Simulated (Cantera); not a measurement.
Feed: 1 mol CO₂, 0.89 mol SO₂, held at 2727 °C and 13300 Pa.

Cantera equilibrium calculation (NASA polynomials, part measured and part estimated; ideal gas, pure solids and liquids). Candidate condensed phases: C, S; 22 gas species. Kinetics and transport are ignored.

**Question.** What is the equilibrium state?

**Answer.** 
- x(CO): 0.277
- x(SO₂): 0.233
- x(O₂): 0.143
- x(O): 0.117
- x(CO₂): 0.115
- x(SO): 0.105
- x(S): 0.00997
- x(S₂): 0.000207
- x(SO₃): 2.86e-5
- gas amount: 2.553 mol
- log10 activity of S(l) (absent): -4.16
- log10 activity of C(graphite) (absent): -6.98
